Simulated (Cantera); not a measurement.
Calcination and drying: Ca(OH)2 + CO2 + O2

Charge: 1 mol Ca(OH)2, 0.4 mol CO2, 15 mol O2, at 100000 Pa.

Equilibrium computed with Cantera from the NASA thermochemical tables; the gas is ideal and each condensed phase is pure. Candidate condensed phases: C, C6H6, C7H8, C8H18, Ca, CaCO3, CaO, Ca(OH)2, H2O; 115 gas species. Kinetics and transport are ignored.

| T (K) | x O2 | x H2O | x CO2 | x OH | x O | x HO2 | x H2 | n CaCO3(calcite) | n Ca(OH)2(s) | n CaO(s) |
|---|---|---|---|---|---|---|---|---|---|---|
| 600 | 0.974 | 0.0260 | 1.92e-7 | <1e-12 | <1e-12 | <1e-12 | <1e-12 | 0.400 | 0.600 | 0 |
| 700 | 0.937 | 0.0625 | 7.47e-6 | 3.09e-11 | <1e-12 | 2.40e-12 | <1e-12 | 0.400 | 0 | 0.600 |
| 800 | 0.937 | 0.0625 | 0.000311 | 1.00e-9 | <1e-12 | 4.17e-11 | <1e-12 | 0.395 | 0 | 0.605 |
| 900 | 0.932 | 0.0622 | 0.00556 | 1.50e-8 | 5.20e-12 | 3.81e-10 | <1e-12 | 0.311 | 0 | 0.689 |
| 1000 | 0.915 | 0.0610 | 0.0244 | 1.30e-7 | 1.50e-10 | 2.20e-9 | 5.57e-12 | 0 | 0 | 1.00 |
| 1100 | 0.915 | 0.0610 | 0.0244 | 7.67e-7 | 2.39e-9 | 9.42e-9 | 8.40e-11 | 0 | 0 | 1.00 |
| 1200 | 0.915 | 0.0610 | 0.0244 | 3.38e-6 | 2.40e-8 | 3.17e-8 | 8.10e-10 | 0 | 0 | 1.00 |
| 1300 | 0.915 | 0.0610 | 0.0244 | 1.18e-5 | 1.69e-7 | 8.85e-8 | 5.53e-9 | 0 | 0 | 1.00 |
x: gas mole fraction; n: condensed amount in mol.

At 600 K the condensed part is CaCO3(calcite) + Ca(OH)2(s). From 700 K to 900 K the condensed part is CaCO3(calcite) + CaO(s). From 1000 K to 1300 K the condensed part is CaO(s).
